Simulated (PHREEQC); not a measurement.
1 kg of water holding 0.051 mol/kgw Na2SO4, 0.61 mol/kgw KCl, 0.61 mol/kgw NaCl and 0.018 mol/kgw Na2CO3 is evaporated at 5 °C; the solids stay in contact with the brine. The system is closed to CO2. The run lets Arcanite, Burkeite, Glaserite, Halite, Kalicinite, Mirabilite, Misenite, Nahcolite, Natron, Sylvite, Thenardite, Trona precipitate or redissolve, and no other solid.

Equilibrium calculation in PHREEQC: Pitzer model, pitzer.dat.

```json
[
 {"water left (kg)": "1", "ionic strength": "1.43", "water activity": "0.959", "Halite (mol)": "0", "Sylvite (mol)": "0", "Mirabilite (mol)": "0", "Glaserite (mol)": "0", "C in solution (mol/kgw)": "0.0180", "pH": "11.25"},
 {"water left (kg)": "0.6755", "ionic strength": "2.11", "water activity": "0.939", "Halite (mol)": "0", "Sylvite (mol)": "0", "Mirabilite (mol)": "0", "Glaserite (mol)": "0", "C in solution (mol/kgw)": "0.0266", "pH": "11.29"},
 {"water left (kg)": "0.375", "ionic strength": "3.80", "water activity": "0.886", "Halite (mol)": "0", "Sylvite (mol)": "0", "Mirabilite (mol)": "0", "Glaserite (mol)": "0", "C in solution (mol/kgw)": "0.0480", "pH": "11.35"},
 {"water left (kg)": "0.2534", "ionic strength": "5.63", "water activity": "0.823", "Halite (mol)": "0", "Sylvite (mol)": "0", "Mirabilite (mol)": "0", "Glaserite (mol)": "0", "C in solution (mol/kgw)": "0.0710", "pH": "11.42"},
 {"water left (kg)": "0.1407", "ionic strength": "7.48", "water activity": "0.749", "Halite (mol)": "0", "Sylvite (mol)": "0.374", "Mirabilite (mol)": "0", "Glaserite (mol)": "0", "C in solution (mol/kgw)": "0.128", "pH": "11.44"},
 {"water left (kg)": "0.09161", "ionic strength": "7.93", "water activity": "0.728", "Halite (mol)": "0.168", "Sylvite (mol)": "0.476", "Mirabilite (mol)": "0.0190", "Glaserite (mol)": "0", "C in solution (mol/kgw)": "0.196", "pH": "11.52"},
 {"water left (kg)": "0.04654", "ionic strength": "8.32", "water activity": "0.726", "Halite (mol)": "0.394", "Sylvite (mol)": "0.542", "Mirabilite (mol)": "0.0345", "Glaserite (mol)": "0", "C in solution (mol/kgw)": "0.387", "pH": "11.69"},
 {"water left (kg)": "0.0283", "ionic strength": "8.83", "water activity": "0.722", "Halite (mol)": "0.485", "Sylvite (mol)": "0.569", "Mirabilite (mol)": "0.0408", "Glaserite (mol)": "0", "C in solution (mol/kgw)": "0.636", "pH": "11.84"},
 {"water left (kg)": "0.01143", "ionic strength": "10.8", "water activity": "0.707", "Halite (mol)": "0.570", "Sylvite (mol)": "0.594", "Mirabilite (mol)": "0.0464", "Glaserite (mol)": "0", "C in solution (mol/kgw)": "1.57", "pH": "12.16"},
 {"water left (kg)": "0.01081", "ionic strength": "11.0", "water activity": "0.706", "Halite (mol)": "0.622", "Sylvite (mol)": "0.547", "Mirabilite (mol)": "0.0143", "Glaserite (mol)": "0.0162", "C in solution (mol/kgw)": "1.66", "pH": "12.18"},
 {"water left (kg)": "0.007436", "ionic strength": "12.5", "water activity": "0.695", "Halite (mol)": "0.661", "Sylvite (mol)": "0.528", "Mirabilite (mol)": "0", "Glaserite (mol)": "0.0241", "C in solution (mol/kgw)": "2.42", "pH": "12.35"},
 {"water left (kg)": "0.005022", "ionic strength": "14.8", "water activity": "0.679", "Halite (mol)": "0.674", "Sylvite (mol)": "0.530", "Mirabilite (mol)": "0", "Glaserite (mol)": "0.0246", "C in solution (mol/kgw)": "3.58", "pH": "12.54"}
]
```

Sylvite from water left = 0.2082 kg (pH 11.43); Halite from water left = 0.1136 kg (pH 11.47); Mirabilite from water left = 0.1136 kg (pH 11.47), last present at water left = 0.01081 kg; Glaserite from water left = 0.01081 kg (pH 12.18).

Constants without temperature data keep their 25 °C values here.
